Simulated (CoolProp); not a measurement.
Dimethyl carbonate along the isobar 6.57 MPa: fugacity coefficient from the reference equation and from simpler models built on Tc = 557.0 K, pc = 4.909 MPa, ω = 0.346; each cubic takes its own stable root.

The numbers come from the reference Helmholtz-energy equation of state, Zhou 2011 in CoolProp.

```json
[
 {"T (K)": "438.3", "phase": "liquid", "reference": "0.1117"},
 {"T (K)": "449.9", "phase": "liquid", "reference": "0.1376"},
 {"T (K)": "461.4", "phase": "liquid", "reference": "0.1667"},
 {"T (K)": "473", "phase": "liquid", "reference": "0.1996"},
 {"T (K)": "484.5", "phase": "liquid", "reference": "0.2357"},
 {"T (K)": "496.1", "phase": "liquid", "reference": "0.2753"},
 {"T (K)": "507.6", "phase": "liquid", "reference": "0.3176"},
 {"T (K)": "519.2", "phase": "liquid", "reference": "0.3630"},
 {"T (K)": "530.7", "phase": "liquid", "reference": "0.4102"},
 {"T (K)": "542.3", "phase": "liquid", "reference": "0.4593"},
 {"T (K)": "553.8", "phase": "liquid", "reference": "0.5085"},
 {"T (K)": "565.4", "phase": "supercritical", "reference": "0.5569"},
 {"T (K)": "576.9", "phase": "supercritical", "reference": "0.6004"},
 {"T (K)": "588.5", "phase": "supercritical", "reference": "0.6350"},
 {"T (K)": "600", "phase": "supercritical", "reference": "0.6626"}
]
```

Task: How far does each simpler model (Redlich-Kwong, Soave-Redlich-Kwong) lie from the reference over these 15 states: mean and median of the absolute difference, and the worst?

Result: 
- Redlich-Kwong: mean 17.4 %, median 12.9 %, worst +50.7 % at 438.3 K and 6.57 MPa
- Soave-Redlich-Kwong: mean 3.6 %, median 4.1 %, worst +4.7 % at 484.5 K and 6.57 MPa
